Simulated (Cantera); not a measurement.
Charge: 1 mol Si₃N₄, 0.013 mol Si, 0.15 mol H₂, at 1627 °C and 0.100 bar.

Equilibrium computed with Cantera from the NASA thermochemical tables; the gas is ideal and each condensed phase is pure. Candidate condensed phases: Si, Si₃N₄; 18 gas species. Mutual solubility and eutectic melting of coexisting phases are not modelled. Gases not in the tables: Si₂H₆ and higher silanes. Rates play no part.

Base state: H₂ 0.586, N₂ 0.412, H 0.00192, Si 0.000126, SiH₂ 3.42e-5, SiH 2.65e-5, Si₂N 1.24e-5 (mole fractions); condensed: Si(l) + Si₃N₄(s).

Q: What changes in the equilibrium state with this change: Si₃N₄ replaced by SiC?

A: 
```tsv
species	before	after
H₂	0.586	0.997
H	0.00192	0.00251
Si	0.000126	0.000126
N₂	0.412	0
Si₂N	1.24e-5	0
SiH₂	3.42e-5	5.82e-5
Si(l), mol	0.171	0.0130
Si₃N₄(s), mol	0.947	0
SiC(s), mol	0	1.000
```
Further candidate phases: C, C₆H₆, C₇H₈, C₈H₁₈, SiC.
